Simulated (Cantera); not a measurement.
An adiabatic, constant-volume homogeneous reactor starts with 13.1 % H₂, 18.3 % O₂, 68.6 % N₂, equivalence ratio 0.36, at 1548 K and 56000 Pa.

Detailed kinetics in Cantera: GRI-Mech 3.0 (53 species, 325 reactions).

Problem. Predict: time of steepest temperature rise; temperature at 8.00 s; equilibrium temperature; x(H₂) at 8.00 s; x(O₂) at 8.00 s; x(NO) at 8.00 s; x(HO₂) at 8.00 s; x(OH) at 8.00 s; x(H₂O₂) at 8.00 s.

Solution. 
| Quantity | Result |
|---|---|
| time of steepest temperature rise | 23.8 µs |
| temperature at 8.00 s | 2490 K |
| equilibrium temperature | 2490 K |
| x(H₂) at 8.00 s | 0.00239 (gas-phase equilibrium 0.00239) |
| x(O₂) at 8.00 s | 0.112 (gas-phase equilibrium 0.112) |
| x(NO) at 8.00 s | 0.0158 (gas-phase equilibrium 0.0158) |
| x(HO₂) at 8.00 s | 9.46e-6 (gas-phase equilibrium 9.46e-6) |
| x(OH) at 8.00 s | 0.0142 (gas-phase equilibrium 0.0142) |
| x(H₂O₂) at 8.00 s | 2.75e-7 (gas-phase equilibrium 2.75e-7) |
